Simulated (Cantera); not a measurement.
A Cantera script and what it prints.

```python
import numpy as np
import cantera as ct

gas_names = """
    H HNO HNO2 HNO3 HO2 H2 H2O H2O2 N NH NH2 NH3 NH2OH NO NO2 NO3 N2 N2H2 N2H4 N2O O OH O2 O3
""".split()
cond_names = """
    H2O(s) H2O(L)
""".split()


# ... load() reads the species with a 1 bar reference pressure and builds the phases ...
atoms = {
    'NH3': {'N': 1, 'H': 3},
    'H2O': {'H': 2, 'O': 1},
    'H2': {'H': 2},
    'O2': {'O': 2},
}
top_T = {}  # K; cautious upper limits of use, not melting points


# ... equilibrate(T, P, feed) seeds the gas with the atoms and calls Mixture.equilibrate('TP', solver="vcs", rtol=1e-11, max_steps=5000) ...
results = []
feed = {'NH3': 1, 'H2O': 1.2, 'H2': 10, 'O2': 0.037}  # mol
P = 28000  # Pa
for T in [2923, 2973, 3023, 3073, 3123, 3173, 3223, 3273, 3323, 3373, 3423, 3473, 3523, 3573]:
    mix = equilibrate(T, P, feed)
    results.append((T, P, feed, dict(zip(mix.species_names, mix.species_moles))))
    x = sorted(zip(gas.X, gas.species_names), reverse=True)
    print(f"T = {T:g} K  P = {P:g} Pa  gas = {mix.phase_moles(0):.4g} mol")
    print("   x: " + "  ".join(f"{s} {v:.3e}" for v, s in x if v > 0.0001))
    print("   condensed (mol): " + ("  ".join(f"{mix.phase(i).name} {mix.phase_moles(i):.4g}"
          for i in range(1, mix.n_phases) if mix.phase_moles(i) > 1e-12) or "none"))
```

Output:

```
T = 2923 K  P = 28000 Pa  gas = 14.69 mol
   x: H2 6.856e-01  H 1.938e-01  H2O 7.831e-02  N2 3.395e-02  OH 6.918e-03  O 1.210e-03  NO 1.456e-04
   condensed (mol): none
T = 2973 K  P = 28000 Pa  gas = 14.96 mol
   x: H2 6.588e-01  H 2.228e-01  H2O 7.490e-02  N2 3.334e-02  OH 8.236e-03  O 1.712e-03  NO 1.821e-04
   condensed (mol): none
T = 3023 K  P = 28000 Pa  gas = 15.25 mol
   x: H2 6.299e-01  H 2.540e-01  H2O 7.103e-02  N2 3.267e-02  OH 9.683e-03  O 2.387e-03  NO 2.249e-04  O2 1.064e-04
   condensed (mol): none
T = 3073 K  P = 28000 Pa  gas = 15.58 mol
   x: H2 5.990e-01  H 2.875e-01  H2O 6.669e-02  N2 3.195e-02  OH 1.123e-02  O 3.275e-03  NO 2.741e-04  O2 1.437e-04
   condensed (mol): none
T = 3123 K  P = 28000 Pa  gas = 15.95 mol
   x: H2 5.663e-01  H 3.229e-01  H2O 6.189e-02  N2 3.117e-02  OH 1.284e-02  O 4.422e-03  NO 3.295e-04  O2 1.898e-04
   condensed (mol): none
T = 3173 K  P = 28000 Pa  gas = 16.37 mol
   x: H2 5.322e-01  H 3.599e-01  H2O 5.666e-02  N2 3.035e-02  OH 1.443e-02  O 5.867e-03  NO 3.900e-04  O2 2.447e-04
   condensed (mol): none
T = 3223 K  P = 28000 Pa  gas = 16.82 mol
   x: H2 4.969e-01  H 3.982e-01  H2O 5.109e-02  N2 2.949e-02  OH 1.595e-02  O 7.640e-03  NO 4.541e-04  O2 3.068e-04
   condensed (mol): none
T = 3273 K  P = 28000 Pa  gas = 17.32 mol
   x: H2 4.609e-01  H 4.373e-01  H2O 4.527e-02  N2 2.860e-02  OH 1.728e-02  O 9.756e-03  NO 5.194e-04  O2 3.732e-04
   condensed (mol): none
T = 3323 K  P = 28000 Pa  gas = 17.85 mol
   x: H 4.767e-01  H2 4.246e-01  H2O 3.936e-02  N2 2.770e-02  OH 1.835e-02  O 1.220e-02  NO 5.830e-04  O2 4.393e-04
   condensed (mol): none
T = 3373 K  P = 28000 Pa  gas = 18.42 mol
   x: H 5.160e-01  H2 3.884e-01  H2O 3.353e-02  N2 2.681e-02  OH 1.907e-02  O 1.493e-02  NO 6.418e-04  O2 4.992e-04
   condensed (mol): none
T = 3423 K  P = 28000 Pa  gas = 19.01 mol
   x: H 5.547e-01  H2 3.529e-01  H2O 2.797e-02  N2 2.592e-02  OH 1.938e-02  O 1.787e-02  NO 6.926e-04  O2 5.471e-04
   condensed (mol): none
T = 3473 K  P = 28000 Pa  gas = 19.63 mol
   x: H 5.921e-01  H2 3.184e-01  N2 2.507e-02  H2O 2.284e-02  O 2.091e-02  OH 1.926e-02  NO 7.329e-04  O2 5.780e-04
   condensed (mol): none
T = 3523 K  P = 28000 Pa  gas = 20.25 mol
   x: H 6.279e-01  H2 2.854e-01  N2 2.427e-02  O 2.396e-02  OH 1.873e-02  H2O 1.826e-02  NO 7.612e-04  O2 5.895e-04
   condensed (mol): none
T = 3573 K  P = 28000 Pa  gas = 20.88 mol
   x: H 6.617e-01  H2 2.542e-01  O 2.691e-02  N2 2.351e-02  OH 1.785e-02  H2O 1.432e-02  NO 7.769e-04  O2 5.814e-04
   condensed (mol): none
```

These are equilibrium values from Cantera (NASA tables, ideal gas, pure condensed phases), not measurements of a reactor.
